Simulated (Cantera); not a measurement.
Input (Python, Cantera) and output of one run.

```python
import numpy as np
import cantera as ct

gas_names = """
    H H2 N NH NH2 NH3 N2 N2H2 N2H4 Zr ZrN
""".split()
cond_names = """
    Zr(a) Zr(b) Zr(L) ZrN(s) ZrN(L)
""".split()


# ... load() reads the species with a 1 bar reference pressure and builds the phases ...
atoms = {
    'Zr': {'Zr': 1},
    'NH3': {'N': 1, 'H': 3},
}
top_T = {}  # K; cautious upper limits of use, not melting points


# ... equilibrate(T, P, feed) seeds the gas with the atoms and calls Mixture.equilibrate('TP', solver="vcs", rtol=1e-11, max_steps=5000) ...
results = []
T = 2223  # K
P = 100000  # Pa
for m in [0.16, 0.38, 0.6, 0.82, 1, 1.3, 1.5, 1.7]:
    feed = {'Zr': 1, 'NH3': m}  # mol
    mix = equilibrate(T, P, feed)
    results.append((T, P, feed, dict(zip(mix.species_names, mix.species_moles))))

top = {s: max(r[3][s] / sum(r[3][g] for g in gas_names) for r in results) for s in gas_names}
cols = sorted((s for s in top if top[s] > 1e-06), key=lambda s: -top[s])[:9]
seen = [c for c in cond_names if any(r[3].get(c, 0) > 1e-12 for r in results)]
print("log10 of partial pressures in bar; condensed amounts in mol")
print(f"{'n(NH3)':>10s}" + "".join(f"{s[:9]:>10s}" for s in cols + seen))
for T, P, feed, n in results:
    ng = sum(n[g] for g in gas_names)
    print(f"{feed['NH3']:10.4g}" + "".join(f"{np.log10(max(n[s] / ng * P / 1e5, 1e-99)):10.3f}" for s in cols)
          + "".join(f"{n.get(c, 0):10.4g}" for c in seen))
```

Output:

```
log10 of partial pressures in bar; condensed amounts in mol
    n(NH3)        H2        N2         H       NH3     Zr(L)    ZrN(s)
      0.16    -0.003    -7.597    -2.195    -8.644      0.84      0.16
      0.38    -0.003    -7.597    -2.195    -8.644      0.62      0.38
       0.6    -0.003    -7.597    -2.195    -8.644       0.4       0.6
      0.82    -0.003    -7.597    -2.195    -8.644      0.18      0.82
         1    -0.003    -7.449    -2.195    -8.571         0         1
       1.3    -0.035    -1.147    -2.211    -5.468         0         1
       1.5    -0.049    -1.001    -2.218    -5.415         0         1
       1.7    -0.059    -0.920    -2.223    -5.390         0         1
```

Method: chemical equilibrium by Gibbs-energy minimisation in Cantera with the NASA 1993 tables (ideal gas, pure condensed phases). Mutual solubility and eutectic melting of coexisting phases are not modelled. ZrN: taken at fixed stoichiometry. Condensed phases not in the tables: N, O or C dissolved in the metal.
